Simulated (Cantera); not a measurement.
Input: 1 mol SiCl4, 2 mol Cl2, a varied amount of H2, at 700 K and 0.133 bar.

Equilibrium computed with Cantera from the NASA thermochemical tables; the gas is ideal and each condensed phase is pure. Candidate condensed phases: Si; 19 gas species. Equilibrium is a limit: real reactors are often held back by kinetics, nucleation or transport.

x: gas mole fraction; nothing condenses.

| n(H2) (mol) | x H2 | x HCl | x SiCl4 | x Cl2 | x SiHCl3 | x Cl |
|---|---|---|---|---|---|---|
| 1.8 | <1e-12 | 0.750 | 0.208 | 0.0417 | <1e-12 | 3.69e-7 |
| 2.6 | 0.107 | 0.714 | 0.179 | <1e-12 | (withheld) | <1e-12 |
| 3.9 | 0.275 | 0.580 | 0.145 | <1e-12 | (withheld) | <1e-12 |
| 5.7 | 0.425 | 0.460 | 0.115 | <1e-12 | (withheld) | <1e-12 |
| 8.3 | 0.557 | 0.354 | 0.0885 | <1e-12 | (withheld) | <1e-12 |
| 12 | 0.667 | 0.267 | 0.0666 | <1e-12 | (withheld) | <1e-12 |
| 18 | 0.762 | 0.191 | 0.0476 | <1e-12 | (withheld) | <1e-12 |

Task: Some entries are withheld; supply them.

Result: 
- 2.6, x SiHCl3: 5.47e-6
- 3.9, x SiHCl3: 1.41e-5
- 5.7, x SiHCl3: 2.17e-5
- 8.3, x SiHCl3: 2.85e-5
- 12, x SiHCl3: 3.40e-5
- 18, x SiHCl3: 3.89e-5
